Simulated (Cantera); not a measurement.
A closed system holds: 1 mol B₂H₆, 1.6 mol H₂, at 1625 K and 2.10 mbar.

Cantera equilibrium calculation (NASA polynomials, part measured and part estimated; ideal gas, pure solids and liquids). Candidate condensed phases: B; 7 gas species. The feed counts by its element totals alone. The tables' values for BH₂ are old estimates; treat these amounts as uncertain. The numbers say what is thermodynamically allowed, not how fast it happens.

Base state: H₂ 0.998, H 0.00154, BH₂ 3.25e-5 (mole fractions); condensed: B(s).

### Question
What changes in the equilibrium state with this change: temperature from 1625 K to 2148.15 K?

### Answer
```csv
species,before,after
H₂,0.998,0.911
H,0.00154,0.0869
BH₂,3.25e-5,0.000940
B,2.86e-8,0.000629
BH,1.63e-8,3.79e-5
"B(s), mol",2.00,1.99
```

### Question
What changes in the equilibrium state with this change: pressure from 2.10 mbar to 82.0 Pa?

### Answer
| species | before | after |
|---|---|---|
| H₂ | 0.998 | 0.998 |
| H | 0.00154 | 0.00246 |
| BH₂ | 3.25e-5 | 3.25e-5 |
| B(s), mol | 2.00 | 2.00 |

### Question
What changes in the equilibrium state with this change: temperature from 1625 K to 1175 K?

### Answer
```
species     before    after
---------  -------  -------
H₂           0.998    1.000
H          0.00154  2.68e-6
BH₂        3.25e-5  1.33e-7
B(s), mol     2.00     2.00
```
